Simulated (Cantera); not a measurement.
Source: NASA polynomial tables (part measured, part estimated), evaluated in Cantera. Values are per mole of reaction as written; species without (g) are pure solids or liquids, kept so even where they would boil at 1 bar.

Task: Between 750 and 1650 K, where is each reaction favourable under standard conditions?
- 2 Ti3O5 + N2(g) = 2 NO2(g) + 6 TiO(g)

Result: 
- 2 Ti3O5 + N2(g) = 2 NO2(g) + 6 TiO(g): ΔG° is 4281 kJ at 750 K and 3177 kJ at 1650 K; it stays positive (K < 1). ΔH° is 5119 kJ and ΔS° 1177 J/K at 1650 K.
